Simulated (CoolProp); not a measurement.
Vapour-liquid equilibrium of R22 (1) + n-hexane (2) at 40.55 °C; x and y are mole fractions of (1).

Model: multi-fluid Helmholtz-energy mixture model, Kamei 1995 and Thol 2019; pair parameters Bell 2016, in CoolProp.

Task: Give the bubble pressure and the first vapour's composition at x = 0.05, 0.125, 0.425. Is there an azeotrope?

Result: x = 0.05: 137.0 kPa, y = 0.724; x = 0.125: 281.8 kPa, y = 0.869; x = 0.425: 764.6 kPa, y = 0.957. No azeotrope shows between x = 0.05 and 0.95.

The pair parameters rest on a limited set of measurements; away from them the model extrapolates. The gap from Raoult's law changes sign with composition, which may be real or a fault of the pair parameters; it wasn't checked against measurements.
